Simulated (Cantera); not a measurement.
An adiabatic, constant-pressure homogeneous reactor starts with 26.4 % CO, 8.96 % H₂, 13.6 % O₂, 51.1 % N₂, equivalence ratio 1.3, at 1523 K and 10.9 atm.

Computed with Cantera and GRI-Mech 3.0 (53 species, 325 reactions). The hydrogen kinetics of GRI-Mech 3.0 are dated; newer H2 mechanisms differ, most at raised pressure. Above 3000 K some thermodynamic fits are extrapolated.

Task: Predict: time of steepest temperature rise; temperature at 2.00 s; equilibrium temperature; x(CO) at 2.00 s; x(H₂) at 2.00 s; x(O₂) at 2.00 s; x(HO₂) at 2.00 s; x(NO₂) at 2.00 s.

Result: 
```json
{
 "time_of_steepest_temperature_rise": "1.91 µs",
 "temperature at 2.00 s": "3010 K",
 "equilibrium_temperature": "3010 K",
 "x(CO) at 2.00 s": "0.134 (gas-phase equilibrium 0.134)",
 "x(H₂) at 2.00 s": "0.00915 (gas-phase equilibrium 0.00915)",
 "x(O₂) at 2.00 s": "0.0156 (gas-phase equilibrium 0.0156)",
 "x(HO₂) at 2.00 s": "1.01e-5 (gas-phase equilibrium 1.01e-5)",
 "x(NO₂) at 2.00 s": "5.82e-6 (gas-phase equilibrium 5.82e-6)"
}
```
